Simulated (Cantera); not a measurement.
A closed system holds: 1 mol CaO, 7.3 mol HCl, held at 100000 Pa.

These are equilibrium values from Cantera (NASA tables, ideal gas, pure condensed phases), not measurements of a reactor. Candidate condensed phases: Ca, CaCl2, CaO, Ca(OH)2, H2O; 21 gas species. Condensed phases not in the tables: oxide chlorides. Kinetics and transport are ignored.

Q: At 1223 K, list the 4 most abundant gas species with their mole fractions, and the condensed phases.

A: HCl 0.841, H2O 0.159, H2 4.54e-5, Cl 3.23e-5. Condensed: CaCl2(l).
